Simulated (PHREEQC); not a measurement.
Make-up at 91 °C and 500 atm: 0.014 mol K2SiO3 and 0.0069 mol MgBr2 per kg of water. Closed to the air; pH follows from the charge balance.

Computed with PHREEQC (Pitzer model, pitzer.dat).

```
quantity                   before    after
------------------------  -------  -------
pH                          10.12    11.42
ionic strength (mol/kgw)   0.0421   0.0455
MgOH+ (mol/kgw)           0.00367  0.00235
Mg+2 (mol/kgw)            0.00323  0.00455
```

Q: Name the change that produced these shifts.
(A) K2SiO3 left out
(B) 0.0006 mol/kgw HBr added
(C) temperature from 91 to 35 °C

A: C, temperature from 91 to 35 °C

Precipitation was switched off in this run. Under pressure, the constants of complexes without a molar volume in the database are unreliable. At this temperature some constants are extrapolated from 25 °C, and those without enthalpy data are left unchanged.
